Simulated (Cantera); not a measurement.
What does this Cantera script print?

```python
import numpy as np
import cantera as ct

gas = ct.Solution("gri30.yaml", transport_model="multicomponent")
show = ['CH3', 'NH3', 'CO2']

rows = []
print(f"{'T/K':>7s}{'rho':>11s}{'cp':>10s}{'mu':>11s}{'lambda':>11s}{'Pr':>7s}" + "".join(f"{'D_' + s:>11s}" for s in show))
for T in [400, 600, 800, 1000, 1200, 1400]:
    gas.TPX = T, 36, {'NH3': 0.8}
    Pr = gas.cp_mass * gas.viscosity / gas.thermal_conductivity
    D = [gas.mix_diff_coeffs_mole[gas.species_index(s)] for s in show]
    rows.append([gas.density, gas.cp_mass, gas.viscosity, gas.thermal_conductivity, Pr, *D])
    print(f"{T:7g}{gas.density:11.4e}{gas.cp_mass:10.1f}{gas.viscosity:11.4e}"
          f"{gas.thermal_conductivity:11.4e}{Pr:7.3f}" + "".join(f"{d:11.4e}" for d in D))
print("SI units: kg/m3, J/kg/K, Pa s, W/m/K, m2/s")
```

Result:

```
    T/K        rho        cp         mu     lambda     Pr      D_CH3      D_NH3      D_CO2
    400 1.8435e-04    2269.4 1.3919e-05 4.4202e-02  0.715 1.1010e-01 0.0000e+00 7.8954e-02
    600 1.2290e-04    2662.0 2.0904e-05 7.7571e-02  0.717 2.3399e-01 0.0000e+00 1.7250e-01
    800 9.2176e-05    3009.3 2.7504e-05 1.1477e-01  0.721 3.9183e-01 0.0000e+00 2.9397e-01
   1000 7.3741e-05    3319.2 3.3637e-05 1.5412e-01  0.724 5.7928e-01 0.0000e+00 4.3955e-01
   1200 6.1451e-05    3579.5 3.9333e-05 1.9373e-01  0.727 7.9347e-01 0.0000e+00 6.0670e-01
   1400 5.2672e-05    3801.7 4.4647e-05 2.3302e-01  0.728 1.0324e+00 0.0000e+00 7.9362e-01
SI units: kg/m3, J/kg/K, Pa s, W/m/K, m2/s
```

Model: GRI-Mech 3.0 (53 species, 325 reactions), integrated in Cantera. Polar gases are described roughly by these parameters. The composition is frozen, though it would react at the higher temperatures.
